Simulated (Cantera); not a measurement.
What does this Cantera script print?

```python
import numpy as np
import cantera as ct

gas_names = """
    H HNO HNO2 HNO3 HO2 H2 H2O H2O2 N NH NH2 NH3 NH2OH NO NO2 NO3 N2 N2H2 N2H4 N2O O OH O2 O3 Si SiH
    SiH2 SiH3 SiH4 SiN SiO SiO2 Si2 Si2N Si3
""".split()
cond_names = """
    H2O(s) H2O(L) Si(cr) Si(L) SiO2(Lqz) SiO2(hqz) SiO2(L) Si2N2O(s) Si3N4(a)
""".split()


# ... load() reads the species with a 1 bar reference pressure and builds the phases ...
atoms = {
    'Si': {'Si': 1},
    'N2O': {'N': 2, 'O': 1},
    'H2': {'H': 2},
}
top_T = {'Si2N2O(s)': 2100, 'Si3N4(a)': 2400}  # K; cautious upper limits of use, not melting points


# ... equilibrate(T, P, feed) seeds the gas with the atoms and calls Mixture.equilibrate('TP', solver="vcs", rtol=1e-11, max_steps=5000) ...
results = []
feed = {'Si': 1, 'N2O': 0.82, 'H2': 180}  # mol
T = 1850  # K
P = 220000  # Pa
mix = equilibrate(T, P, feed)
results.append((T, P, feed, dict(zip(mix.species_names, mix.species_moles))))
print(gas.report(threshold=0.0001))
for i in range(1, mix.n_phases):
    print(f"{mix.phase(i).name:16s} {mix.phase_moles(i):12.5e} mol")
```

Result:

```
       temperature   1850 K
          pressure   2.2e+05 Pa
           density   0.032236 kg/m^3
  mean mol. weight   2.2539 kg/kmol
   phase of matter   gas

                          1 kg             1 kmol
                     ---------------   ---------------
          enthalpy        2.1141e+07        4.7648e+07  J
   internal energy        1.4316e+07        3.2266e+07  J
           entropy             79952         1.802e+05  J/K
    Gibbs function       -1.2677e+08       -2.8572e+08  J
 heat capacity c_p             14949             33694  J/K
 heat capacity c_v             11260             25379  J/K

                      mass frac. Y      mole frac. X     chem. pot. / RT
                     ---------------   ---------------   ---------------
                 H        0.00016183        0.00036185           -9.2269
                H2           0.88786           0.99261           -18.454
                N2          0.043579         0.0035061           -31.545
               SiO           0.06794         0.0034735           -40.782
     [  +31 minor]        0.00046129        4.9823e-05

Si(L)             0.00000e+00 mol
SiO2(L)           0.00000e+00 mol
Si2N2O(s)         1.84033e-01 mol
Si3N4(a)          0.00000e+00 mol
```

Cantera equilibrium calculation (NASA polynomials, part measured and part estimated; ideal gas, pure solids and liquids).
